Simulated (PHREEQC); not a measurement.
Consider water at 20 °C with 3 mmol/kgw CuSO4, 87 mmol/kgw CaCl2, 0.032 mmol/kgw HCl and 0.29 mmol/kgw Na2SO4. Closed to the air; pH follows from the charge balance.

Computed with PHREEQC (ion-association model, wateq4f.dat).

| quantity | before | after |
|---|---|---|
| pH | 4.61 | 4.88 |
| SO4-2 (mol/kgw) | 0.00146 | 0.000819 |
| HSO4- (mol/kgw) | 1.17e-6 | 4.28e-7 |

Question: Name the change that produced these shifts.
A. temperature from 20 to 65 °C
B. temperature from 20 to 25 °C
C. 0.017 mol/kgw MnCl2 added
D. diluted 2-fold with water
E. CaCl2 left out

Answer: D, diluted 2-fold with water

Precipitation was switched off in this run.
